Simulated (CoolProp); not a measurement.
Vapour-liquid equilibrium of R134a (1) + R1234ze(E) (2) at 0.125 MPa; x and y are mole fractions of (1).

Model: multi-fluid Helmholtz-energy mixture model, Tillner-Roth 1994 and Thol 2016; pair parameters Bell 2022, in CoolProp.

Q: Give the bubble temperature and the first vapour's composition at x = 0.25, 0.55, 0.85. Is there an azeotrope?

A: x = 0.25: 255.9 K, y = 0.329; x = 0.55: 253.7 K, y = 0.614; x = 0.85: 252.3 K, y = 0.870. No azeotrope shows between x = 0.05 and 0.95.

Pair parameters are fitted to limited data, so mixtures are less certain than the pure fluids.
